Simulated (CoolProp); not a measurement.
Saturation properties of R115.

The numbers come from the reference Helmholtz-energy equation of state, Lemmon 2016 in CoolProp.

```csv
T (K),p (MPa),liquid density (kg/m³),vapour density (kg/m³),enthalpy of vaporisation (kJ/kg),liquid cp (kJ/(kg K))
276.8,0.4938,1383,38.21,106.5,1.032
285.6,0.6408,1345,49.61,101.8,[?]
294.5,[?],1304,63.95,96.48,[?]
303.3,1.032,1260,81.64,90.71,1.136
312.2,1.284,1211,104.2,[?],1.190
321,1.577,1157,132.9,76.69,1.265
329.9,[?],1094,171.6,67.71,1.387
338.7,2.319,1016,[?],56.42,1.637
347.6,[?],898.8,325.8,39.22,2.666
```

Task: What belongs in the gaps?

Result: 
- 285.6, liquid cp (kJ/(kg K)): 1.061
- 294.5, p (MPa): 0.8202
- 294.5, liquid cp (kJ/(kg K)): 1.095
- 312.2, enthalpy of vaporisation (kJ/kg): 84.15
- 329.9, p (MPa): 1.922
- 338.7, vapour density (kg/m³): 226.9
- 347.6, p (MPa): 2.790

It boils at 233.9 K under 1 atm.
